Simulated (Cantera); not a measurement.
**Thermodynamics of metals in furnace atmospheres, feed Fe + CO2 + H2**

Input: 1 mol Fe, a varied amount of CO2, 220 mol H2, held at 1150 °C and 82.5 Torr.

Cantera equilibrium calculation (NASA polynomials, part measured and part estimated; ideal gas, pure solids and liquids). Candidate condensed phases: C, C6H6, C7H8, C8H18, Fe, Fe(CO)5, FeO, Fe(OH)2, Fe(OH)3, Fe2O3, Fe3O4, H2O; 114 gas species. Rates play no part.

```json
[
 {"n(CO2) (mol)": "0.61", "x H2": "0.994", "x H2O": "0.00276", "x CO": "0.00276", "x CO2": "3.38e-6", "n Fe(γ)": "1.000"},
 {"n(CO2) (mol)": "1.5", "x H2": "0.986", "x H2O": "0.00675", "x CO": "0.00675", "x CO2": "2.04e-5", "n Fe(γ)": "1.000"},
 {"n(CO2) (mol)": "2.4", "x H2": "0.978", "x H2O": "0.0107", "x CO": "0.0107", "x CO2": "5.20e-5", "n Fe(γ)": "1.000"},
 {"n(CO2) (mol)": "3.3", "x H2": "0.971", "x H2O": "0.0147", "x CO": "0.0147", "x CO2": "9.80e-5", "n Fe(γ)": "1.000"},
 {"n(CO2) (mol)": "4.2", "x H2": "0.963", "x H2O": "0.0186", "x CO": "0.0186", "x CO2": "0.000158", "n Fe(γ)": "1.000"},
 {"n(CO2) (mol)": "5.2", "x H2": "0.954", "x H2O": "0.0228", "x CO": "0.0228", "x CO2": "0.000241", "n Fe(γ)": "1.000"},
 {"n(CO2) (mol)": "6.1", "x H2": "0.946", "x H2O": "0.0266", "x CO": "0.0266", "x CO2": "0.000331", "n Fe(γ)": "1.000"},
 {"n(CO2) (mol)": "7", "x H2": "0.939", "x H2O": "0.0304", "x CO": "0.0304", "x CO2": "0.000434", "n Fe(γ)": "1.000"},
 {"n(CO2) (mol)": "7.9", "x H2": "0.931", "x H2O": "0.0341", "x CO": "0.0341", "x CO2": "0.000551", "n Fe(γ)": "1.000"},
 {"n(CO2) (mol)": "8.8", "x H2": "0.924", "x H2O": "0.0378", "x CO": "0.0378", "x CO2": "0.000682", "n Fe(γ)": "1.000"},
 {"n(CO2) (mol)": "9.7", "x H2": "0.916", "x H2O": "0.0414", "x CO": "0.0414", "x CO2": "0.000825", "n Fe(γ)": "1.000"}
]
```
x: gas mole fraction; n: condensed amount in mol.

From 0.61 mol CO2 to 9.7 mol CO2 the condensed part is Fe(γ). The main Fe-bearing gas is Fe throughout.
